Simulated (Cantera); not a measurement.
An isothermal, constant-pressure homogeneous reactor starts with H2 : O2 : N2 = 0.03 : 1 : 0.57 (molar parts), equivalence ratio 0.015, at 950 K and 20.0 Torr.

Detailed kinetics in Cantera: the H2/O2 subset of GRI-Mech 3.0, which has no nitrogen chemistry. Radical loss at walls, strong at low pressure, is not modelled.

x: mole fraction; the columns are a selection and need not sum to one.

| t (s) | x H2 | x O2 | x O | x HO2 | x OH | x H2O |
|---|---|---|---|---|---|---|
| 1.00e-6 | 0.0187 | 0.625 | <1e-12 | <1e-12 | <1e-12 | <1e-12 |
| 3.97e-6 | 0.0187 | 0.625 | <1e-12 | <1e-12 | <1e-12 | <1e-12 |
| 1.57e-5 | 0.0187 | 0.625 | <1e-12 | <1e-12 | <1e-12 | <1e-12 |
| 6.24e-5 | 0.0187 | 0.625 | <1e-12 | 3.39e-12 | <1e-12 | <1e-12 |
| 0.000247 | 0.0187 | 0.625 | 7.43e-12 | 1.37e-11 | 5.21e-12 | 3.50e-12 |
| 0.000981 | 0.0187 | 0.625 | 1.15e-10 | 6.01e-11 | 5.51e-11 | 1.28e-10 |
| 0.00389 | 0.0187 | 0.625 | 5.25e-8 | 4.02e-9 | 2.32e-8 | 7.94e-8 |
| 0.0154 | [?] | 0.618 | [?] | [?] | [?] | [?] |
| 0.0612 | 3.35e-5 | 0.621 | 0.000299 | 2.00e-6 | 8.29e-5 | 0.0188 |
| 0.243 | 2.63e-6 | 0.621 | 2.26e-5 | 3.98e-7 | 2.17e-5 | 0.0189 |
| 0.962 | 1.88e-7 | 0.621 | 2.02e-6 | 5.84e-8 | 6.69e-6 | 0.0189 |
| 3.82 | 1.05e-8 | 0.621 | 2.63e-7 | 9.02e-9 | 2.43e-6 | 0.0189 |
| 15.1 | [?] | 0.621 | [?] | [?] | [?] | 0.0189 |
| 60.0 | 1.84e-10 | 0.621 | 9.92e-9 | 3.90e-10 | 4.69e-7 | 0.0189 |

### Question
Some entries are withheld; supply them.

### Answer

- 0.0154, x H2: 0.00112
- 0.0154, x O: 0.00368
- 0.0154, x HO2: 8.10e-6
- 0.0154, x OH: 0.000690
- 0.0154, x H2O: 0.0166
- 15.1, x H2: 1.01e-9
- 15.1, x O: 4.67e-8
- 15.1, x HO2: 1.71e-9
- 15.1, x OH: 1.02e-6
